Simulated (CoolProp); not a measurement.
A single-stage vapour-compression cycle with n-perfluoropentane: evaporating at 309.15 K (dew point), condensing at 350.15 K (bubble point), superheat 10 K, subcooling 2 K, compressor efficiency 0.85, no pressure losses. Each further row changes one setting.

The numbers come from the reference Helmholtz-energy equation of state, Gao 2022 in CoolProp.

```csv
case,cooling COP,pressure ratio,discharge temperature (K),refrigerating effect (kJ/kg),volumetric capacity (kJ/m³)
as stated,4.53,3.43,350.1,53.7,798
evaporating temperature 314.15 K,5.56,2.89,350.1,57.6,1010
condensing temperature 345.15 K,5.54,3.00,345.1,59.5,883
subcooling 7 K,5.01,3.43,350.1,59.5,883
superheat 20 K,4.92,3.43,350.1,62.3,891
compressor efficiency 0.75,4.00,3.43,350.1,53.7,798
```

The compression ends wet for: as stated; evaporating temperature 314.15 K; condensing temperature 345.15 K; subcooling 7 K; superheat 20 K; compressor efficiency 0.75.
